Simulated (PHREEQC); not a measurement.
**Buffer (model solution)**

Dissolve 0.16 mol/kgw KH2PO4, 0.0052 mol/kgw NaOH and 0.0045 mol/kgw NaCl at 20 °C. Closed to the air; pH follows from the charge balance.

Model: ion-association model, wateq4f.dat, run in PHREEQC.

No solid was allowed to form.

Question: What pH, ionic strength does the model give?

Answer: pH 5.33; ionic strength 0.174 mol/kgw.

Question: In which forms is P present?

Answer: H2PO4- 97 %, HPO4-2 3.0 % of the P.

Species that the database lacks are ignored. H3PO4, which wateq4f.dat lacks, is added to it with the constant of phreeqc.dat.
